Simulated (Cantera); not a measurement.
## borazine + H2 (boron, boron nitride and boron oxide)

Charge: 1 mol borazine, 1.6 mol H2, held at 100 Torr.

Method: chemical equilibrium by Gibbs-energy minimisation in Cantera with the NASA 1993 tables (ideal gas, pure condensed phases). Candidate condensed phases: B, BN; 15 gas species. The feed counts by its element totals alone. Mutual solubility and eutectic melting of coexisting phases are not modelled. The tables' values for BH2 are old estimates; treat these amounts as uncertain. Gases not in the tables: B2H6 and higher boranes. Kinetics and transport are ignored.

```tsv
T (K)	log p H2	log p H	log p N2	log p BH2	log p BH3	log p B	log p BH	n BN(s)	n B(s)
1123	-0.88	-7.81	-10.06	-10.18	-9.62	<-12	<-12	3.00	0
1273	-0.88	-6.58	-8.53	-8.50	-8.51	<-12	<-12	3.00	0
1423	-0.88	-5.62	-7.35	-7.17	-7.62	<-12	-12.48	3.00	0
1573	-0.88	-4.83	-6.36	-6.12	-6.93	-11.36	-10.58	3.00	0
1723	-0.88	-4.18	-5.52	-5.26	-6.37	-9.45	-9.02	3.00	0
1873	-0.88	-3.63	-4.81	-4.54	-5.91	-7.86	-7.72	3.00	0
2023	-0.88	-3.16	-3.78	-4.15	-5.74	-6.71	-6.83	2.99	0.00893
2173	-0.89	-2.76	-2.90	-3.82	-5.60	-5.73	-6.06	2.91	0.0832
```
log p: log10 of the partial pressure in bar; n: condensed amount in mol.

From 1123 K to 1873 K the condensed part is BN(s). From 2023 K to 2173 K the condensed part is B(s) + BN(s).
